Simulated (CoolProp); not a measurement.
The numbers come from the reference Helmholtz-energy equation of state, Fiedler 2023 in CoolProp.

Give the vapour pressure (kPa), liquid density (kg/m³), enthalpy of vaporisation (kJ/kg), liquid cp (kJ/(kg K)) of saturated tetrahydrofuran at 436.7, 484.4, 503.5 K.


| T (K) | p (kPa) | liquid density (kg/m³) | enthalpy of vaporisation (kJ/kg) | liquid cp (kJ/(kg K)) |
|---|---|---|---|---|
| 436.7 | 1090 | 709 | 328 | 2.36 |
| 484.4 | 2410 | 625 | 261 | 2.78 |
| 503.5 | 3190 | 580 | 222 | 3.14 |
